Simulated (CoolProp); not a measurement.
Vapour-liquid equilibrium of R143a (1) + fluoroethane (R161) (2) at -7.75 °C; x and y are mole fractions of (1).

Computed with CoolProp (multi-fluid Helmholtz-energy mixture model, Lemmon and Jacobsen 2000 and Wu 2012; pair parameters Bell 2016).

| x | bubble pressure, mixture model (kPa) | bubble pressure, Raoult's law (kPa) | y, mixture model | y, Raoult's law |
|---|---|---|---|---|
| 0.05 | 344.1 | 342.9 | 0.072 | 0.070 |
| 0.15 | ? | 357.6 | 0.203 | 0.203 |
| 0.25 | ? | 372.4 | 0.321 | 0.324 |
| 0.35 | 391.9 | 387.2 | 0.429 | 0.437 |
| 0.45 | ? | 402.0 | ? | 0.541 |
| 0.55 | 421.1 | 416.7 | 0.625 | 0.638 |
| 0.65 | ? | 431.5 | ? | 0.728 |
| 0.75 | 449.0 | 446.3 | 0.800 | 0.812 |
| 0.85 | 462.8 | 461.1 | 0.883 | 0.891 |
| 0.95 | ? | 475.8 | 0.962 | 0.965 |

Question: What belongs in the gaps?

Answer: 
- 0.15, bubble pressure, mixture model (kPa): 360.8
- 0.25, bubble pressure, mixture model (kPa): 376.7
- 0.45, bubble pressure, mixture model (kPa): 406.7
- 0.45, y, mixture model: 0.530
- 0.65, bubble pressure, mixture model (kPa): 435.2
- 0.65, y, mixture model: 0.715
- 0.95, bubble pressure, mixture model (kPa): 476.4

The largest gap from Raoult's law is +1.2 % in bubble pressure, at x = 0.35. No azeotrope shows between x = 0.05 and 0.95.

The pair parameters rest on a limited set of measurements; away from them the model extrapolates.
